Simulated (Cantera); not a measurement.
An isothermal, constant-pressure homogeneous reactor starts with CH4 : N2 = 1 : 13 (molar parts), at 1348 K and 1.05 Torr. Integrator tolerance rtol = 1e-08.

Model: GRI-Mech 3.0 (53 species, 325 reactions), integrated in Cantera. GRI-Mech 3.0 stops at C3 and has no aromatics, soot or wall deposition, so with more carbon than oxygen in the feed, carbon stays in small species such as C2H2 where larger ones or solid carbon would form. Radical loss at walls, strong at low pressure, is not modelled.

Q: What does this change do: pressure from 1.05 Torr to 20.0 Torr?

A: 
```tsv
quantity	before	after
x(CH4) at 40.0 s	0.0707 (gas-phase equilibrium 2.54e-5)	0.0615 (gas-phase equilibrium 0.000476)
x(H2) at 40.0 s	0.000706 (gas-phase equilibrium 0.1000)	0.0135 (gas-phase equilibrium 0.0993)
x(CH2) at 40.0 s	2.61e-9 (gas-phase equilibrium 1.30e-11)	6.12e-10 (gas-phase equilibrium 1.29e-11)
x(C2H) at 40.0 s	4.01e-12 (gas-phase equilibrium 1.55e-9)	7.99e-11 (gas-phase equilibrium 3.51e-10)
x(C2H4) at 40.0 s	0.000245 (gas-phase equilibrium 2.56e-6)	0.000362 (gas-phase equilibrium 4.78e-5)
x(C2H6) at 40.0 s	6.14e-6 (gas-phase equilibrium 1.12e-11)	2.20e-5 (gas-phase equilibrium 3.97e-9)
x(CH3) at 40.0 s	7.65e-5 (gas-phase equilibrium 9.92e-8)	3.39e-5 (gas-phase equilibrium 4.27e-7)
```
